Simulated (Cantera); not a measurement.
Input: 1 mol MgCO₃, 0.37 mol SO₃, 0.44 mol H₂O, at 950 °C and 38.0 mbar.

These are equilibrium values from Cantera (NASA tables, ideal gas, pure condensed phases), not measurements of a reactor. Candidate condensed phases: C, C₆H₆, C₇H₈, C₈H₁₈, H₂O, H₂SO₄, Mg, MgCO₃, MgO, Mg(OH)₂, MgS, MgSO₄, S; 130 gas species. Rates play no part.

Question: What is the equilibrium state?

Answer: 
```
Item                                       Result
--------------------------------------  ---------
x(CO₂)                                      0.502
x(H₂O)                                      0.221
x(SO₂)                                      0.183
x(O₂)                                      0.0917
x(SO₃)                                    0.00232
x(OH)                                     1.11e-5
n(MgO(s))                                1.00 mol
gas amount                              1.993 mol
log10 activity of S(l) (absent)            -12.17
log10 activity of C(graphite) (absent)     -16.18
log10 activity of Mg(l) (absent)           -18.73
```
